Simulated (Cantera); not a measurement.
Mixture: CH4 : H2 : O2 : N2 = 1 : 0.68 : 2.63 : 9.89 (molar parts), equivalence ratio 0.89, at 3200000 Pa, adiabatic and at constant pressure. Ignition delay is the time to a rise of 400 K.

Computed with Cantera and GRI-Mech 3.0 (53 species, 325 reactions). The pressure lies above the range GRI-Mech 3.0 was tuned for (to about 10 atm). Below about 1000 K GRI-Mech 3.0 lacks low-temperature oxidation paths. Below about 950 K walls govern HO2 and H2O2 in real vessels.

**Question.** Predict: delay at 900 K; delay at 1100 K; delay at 1300 K; delay at 1500 K; delay at 1700 K; apparent activation energy between 1500 and 1700 K.

**Answer.** 
| Property | Value |
|---|---|
| delay at 900 K | 92.0 ms |
| delay at 1100 K | 1.03 ms |
| delay at 1300 K | 56.3 µs |
| delay at 1500 K | 11.3 µs |
| delay at 1700 K | 3.72 µs |
| apparent activation energy between 1500 and 1700 K | 120 kJ/mol |
